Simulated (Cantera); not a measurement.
A closed system holds: 1 mol SiHCl3, 18 mol H2, equilibrated at 1.50 mbar.

These are equilibrium values from Cantera (NASA tables, ideal gas, pure condensed phases), not measurements of a reactor. Candidate condensed phases: Si; 19 gas species. Gases not in the tables: Si2H6 and higher silanes. Kinetics and transport are ignored.

Problem. Which condensed phases are stable at each of these points (T (K)): 1623, 1648, 1673, 1698, 1723, 1748, 1773?

Solution. 
```tsv
T (K)	condensed phases	Si condensed (%)
1623	Si(s)	37.8
1648	Si(s)	37.3
1673	Si(s)	36.6
1698	Si(l)	36.3
1723	Si(l)	36.7
1748	Si(l)	36.9
1773	Si(l)	36.7
```

From 1623 K to 1673 K the condensed part is Si(s). From 1698 K to 1773 K the condensed part is Si(l).
